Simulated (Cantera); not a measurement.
A freely propagating, adiabatic, planar premixed flame of 23.4 % H₂, 16.1 % O₂, 60.5 % N₂, unburnt at 500 K and 5.00 bar; unity-Lewis-number transport, grid criteria slope 0.08 and curve 0.16, no radiation.

Detailed kinetics in Cantera: the H2/O2 subset of GRI-Mech 3.0, which has no nitrogen chemistry. The hydrogen kinetics of GRI-Mech 3.0 are dated; newer H2 mechanisms differ, most at raised pressure. Unity Lewis numbers drop preferential diffusion, which matters most where H2 and H carry the flame. Burning velocities carry a grid error of a few per cent, more on coarse grids.

Q: Predict: laminar burning velocity; thermal thickness; peak x(OH); peak x(HO₂); peak x(H); peak x(H₂O₂).

A: 
```json
{
 "laminar_burning_velocity": "284 cm/s",
 "thermal_thickness": "0.0449 mm",
 "peak x(OH)": "0.0140",
 "peak x(HO₂)": "0.000708",
 "peak x(H)": "0.0193",
 "peak x(H₂O₂)": "5.47e-5"
}
```
